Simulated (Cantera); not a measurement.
# Chemical vapour transport: Fe3O4 + Cl2 + O2

Input: 1 mol Fe3O4, 0.032 mol Cl2, 0.57 mol O2, equilibrated at 3680 Torr.

Cantera equilibrium calculation (NASA polynomials, part measured and part estimated; ideal gas, pure solids and liquids). Candidate condensed phases: Fe, FeCl2, FeCl3, FeO, Fe2O3, Fe3O4; 13 gas species. Kinetics and transport are ignored.

```csv
T (K),log p O2,log p Cl2,log p FeCl3,log p Cl,n Fe2O3(s)
1000,0.65,-0.35,-3.46,-3.59,1.50
1050,0.65,-0.35,-3.11,-3.28,1.50
1100,0.65,-0.35,-2.78,-3.00,1.50
1150,0.65,-0.36,-2.49,-2.74,1.50
1200,0.65,-0.36,-2.23,-2.51,1.50
1250,0.65,-0.37,-2.00,-2.29,1.50
1300,0.65,-0.38,-1.79,-2.10,1.50
```
log p: log10 of the partial pressure in bar; n: condensed amount in mol.

From 1000 K to 1300 K the condensed part is Fe2O3(s). The main Fe-bearing gas is FeCl3 throughout.
